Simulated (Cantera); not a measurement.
Input: 1 mol SiO₂, 0.81 mol Cl₂, 42 mol N₂, held at 1002 °C and 143 Torr.

Cantera equilibrium calculation (NASA polynomials, part measured and part estimated; ideal gas, pure solids and liquids). Candidate condensed phases: Si, SiO₂, Si₂N₂O, Si₃N₄; 23 gas species. The tables hold silica as quartz up to 1696 K and as liquid above; real silica turns to tridymite and cristobalite and melts near 1996 K. Rates play no part.

Base state: N₂ 0.980, Cl₂ 0.0174, Cl 0.00299 (mole fractions); condensed: SiO₂(β-quartz).

**Question.** What changes in the equilibrium state with this change: pressure from 143 Torr to 0.443 Torr?

**Answer.** 
| species | before | after |
|---|---|---|
| N₂ | 0.980 | 0.967 |
| Cl | 0.00299 | 0.0279 |
| Cl₂ | 0.0174 | 0.00470 |
| SiO₂(β-quartz), mol | 1.000 | 1.000 |
